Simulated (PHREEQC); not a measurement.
Dissolve 0.057 mol/kgw H2SO4, 4.9e-05 mol/kgw Fe(NO3)3 and 0.034 mol/kgw H3BO3 at 25 °C. It is in equilibrium with CO2 at log p = -3.4 (atm). Otherwise closed; pH follows from the charge balance.

The numbers come from PHREEQC with the ion-association model, phreeqc.dat.

Each row changes one thing in this solution. No solid was allowed to form.

```
case                                 pH  ionic strength (mol/kgw)  HSO4- (mol/kgw)  SO4-2 (mol/kgw)  FeSO4+ (mol/kgw)  FeHSO4+2 (mol/kgw)  SI of Hematite (Fe2O3)  SI of Goethite (FeOOH)
---------------------------------  ----  ------------------------  ---------------  ---------------  ----------------  ------------------  ----------------------  ----------------------
as made                            1.22                    0.0865           0.0422           0.0147           3.22e-5             1.05e-5                   -1.44                   -1.72
H3BO3 left out                     1.22                    0.0865           0.0422           0.0147           3.22e-5             1.05e-5                     [?]                   -1.72
temperature from 25 to 30 °C       1.23                       [?]           0.0433           0.0137           3.24e-5             1.04e-5                   -1.05                   -1.54
H2SO4 from 0.057 to 0.114 mol/kgw  0.96                     0.156           0.0931           0.0208               [?]             1.74e-5                   -3.36                   -2.69
diluted 5-fold with water          1.82                       [?]          0.00560          0.00579           7.99e-6             5.07e-7                   +1.49                   -0.26
```

**Question.** Some entries are withheld; supply them.

**Answer.** 
- H3BO3 left out, SI of Hematite (Fe2O3): -1.43
- temperature from 25 to 30 °C, ionic strength (mol/kgw): 0.0845
- H2SO4 from 0.057 to 0.114 mol/kgw, FeSO4+ (mol/kgw): 2.60e-5
- diluted 5-fold with water, ionic strength (mol/kgw): 0.0230

Some of these states are supersaturated (in Hematite (slow to form), for instance).
